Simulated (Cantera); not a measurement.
## Chemical vapour transport: AlN + H₂O + O₂

Charge: 1 mol AlN, 0.25 mol H₂O, 1.2 mol O₂, equilibrated at 1200 Pa.

Equilibrium computed with Cantera from the NASA thermochemical tables; the gas is ideal and each condensed phase is pure. Candidate condensed phases: Al, AlN, Al₂O₃, H₂O; 35 gas species. Kinetics and transport are ignored.

From 500 °C to 1500 °C the condensed part is Al₂O₃(s).

```
T (°C)   x N₂   x O₂  x H₂O      x NO      x OH       x O      x H₂  n Al₂O₃(s)
------  -----  -----  -----  --------  --------  --------  --------  ----------
500     0.417  0.375  0.208   1.20e-6   1.88e-9    <1e-12    <1e-12       0.500
600     0.417  0.375  0.208   6.14e-6   3.38e-8  1.06e-11  3.58e-12       0.500
700     0.417  0.375  0.208   2.24e-5   3.37e-7  3.78e-10  1.19e-10       0.500
800     0.417  0.375  0.208   6.42e-5   2.19e-6   6.95e-9   2.07e-9       0.500
900     0.417  0.375  0.208  0.000154   1.04e-5   7.81e-8   2.22e-8       0.500
1000    0.417  0.375  0.208  0.000321   3.84e-5   6.01e-7   1.65e-7       0.500
1100    0.416  0.375  0.208  0.000603  0.000118   3.44e-6   9.20e-7       0.500
1200    0.416  0.374  0.208   0.00104  0.000310   1.56e-5   4.07e-6       0.500
1300    0.416  0.374  0.208   0.00167  0.000722   5.83e-5   1.49e-5       0.500
1400    0.415  0.373  0.207   0.00253   0.00152  0.000186   4.68e-5       0.500
1500    0.414  0.372  0.207   0.00365   0.00293  0.000523  0.000129       0.500
```
x: gas mole fraction; n: condensed amount in mol.
